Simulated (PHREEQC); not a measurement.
Synthetic water in mg/kgw, 25 °C, pH 7.12, pe 3: Na 1.3; K 15; Ca 6.07; Mg 0.0125; Cl 3.68; S(6) as SO4 16.8; Alkalinity as HCO3 17.8; Si as SiO2 0.0188; B 0.0124.

Valence states are taken as typed.

Computed with PHREEQC (ion-association model, wateq4f.dat).

This is a speciation only: nothing precipitates in the calculation.

**Question.** Order these C species by the share of C that they hold, largest first: HCO3-, CaHCO3+, CO2.

**Answer.** HCO3- (86 %), CO2 (14 %), CaHCO3+ (0.14 %)

The pH is 7.12 and the ionic strength 0.00105 mol/kgw.
